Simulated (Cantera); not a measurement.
Feed: 1 mol Si2H6, 8.1 mol H2, 0.93 mol HCl, equilibrated at 948.15 K and 0.760 bar.

Method: chemical equilibrium by Gibbs-energy minimisation in Cantera with the NASA 1993 tables (ideal gas, pure condensed phases). The feed counts by its element totals alone. The tables' values for SiCl3 are old estimates; treat these amounts as uncertain. Rates play no part.

```json
[
 {"species": "H2", "before": "0.974", "after": "0.973"},
 {"species": "SiCl4", "before": "0.0105", "after": "0.0119"},
 {"species": "SiHCl3", "before": "0.0101", "after": "0.00751"},
 {"species": "HCl", "before": "0.00457", "after": "0.00697"},
 {"species": "SiH3Cl", "before": "2.37e-5", "after": "7.61e-6"},
 {"species": "SiCl2", "before": "3.27e-5", "after": "7.60e-5"},
 {"species": "SiH2Cl2", "before": "0.000978", "after": "0.000479"},
 {"species": "SiCl3", "before": "0.000101", "after": "0.000164"},
 {"species": "Si(s), mol", "before": "1.74", "after": "1.76"}
]
```
Gas species are given as mole fractions.

**Question.** Name the change that produced these shifts.
A) 0.51 mol Cl2 added
B) pressure from 0.760 bar to 0.160 bar
C) Si2H6 replaced by SiHCl3
D) temperature from 948.15 K to 1498.15 K

**Answer.** B, pressure from 0.760 bar to 0.160 bar
